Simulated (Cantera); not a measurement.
## Thermodynamics of silicon oxide and oxynitride deposition, feed Si2H6 + H2O + O2

A closed system holds: 1 mol Si2H6, 6.6 mol H2O, 4.5 mol O2, held at 1623 K and 31.5 Torr.

Method: chemical equilibrium by Gibbs-energy minimisation in Cantera with the NASA 1993 tables (ideal gas, pure condensed phases). Candidate condensed phases: H2O, Si, SiO2; 18 gas species. The feed counts by its element totals alone. The tables hold silica as quartz up to 1696 K and as liquid above; real silica turns to tridymite and cristobalite and melts near 1996 K. Gases not in the tables: Si(OH)4. Equilibrium is a limit: real reactors are often held back by kinetics, nucleation or transport.

- x(H2O): 0.905
- x(O2): 0.0941
- x(OH): 0.00114
- x(H2): 0.000125
- x(O): 2.85e-5
- x(H): 3.77e-6
- n(SiO2(β-quartz)): 2.00 mol
- gas amount: 10.60 mol
- log10 activity of Si(s) (absent): -17.63
